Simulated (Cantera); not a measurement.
Input: 1 mol B, a varied amount of H2O, 110 mol H2, equilibrated at 1450 K and 3.68 Torr.

Cantera equilibrium calculation (NASA polynomials, part measured and part estimated; ideal gas, pure solids and liquids). Candidate condensed phases: B, B2O3, B3O3H3, H2O; 23 gas species. Rates play no part.

Task: At 0.43 mol H2O, list the 6 most abundant gas species with their mole fractions, and the condensed phases.

Result: H2 0.996, HBO 0.00361, H 0.000135, B2O2 0.000112, BO 1.37e-5, HBO2 1.00e-5. Condensed: B(s).
